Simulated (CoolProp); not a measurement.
Values from CoolProp's reference Helmholtz-energy equation of state, de Reuck 1990.

Give the vapour pressure (bar), liquid density (kg/m³), vapour density (kg/m³), enthalpy of vaporisation (kJ/kg) of saturated fluorine at 101.4, 124.7, 129.4 K.


```csv
T (K),p (bar),liquid density (kg/m³),vapour density (kg/m³),enthalpy of vaporisation (kJ/kg)
101.4,4.78,1380,23.9,157
124.7,21.1,1150,105,118
129.4,26.7,1090,139,106
```
